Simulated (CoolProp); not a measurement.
Computed with CoolProp (reference Helmholtz-energy equation of state, Gao 2022).

### Question
Give the vapour pressure (MPa), liquid density (kg/m³), vapour Z of saturated n-perfluorohexane at 302.7, 430.5 K.

### Answer
| T (K) | p (MPa) | liquid density (kg/m³) | vapour Z |
|---|---|---|---|
| 302.7 | 0.0358 | 1660 | 0.971 |
| 430.5 | 1.24 | 1090 | 0.563 |
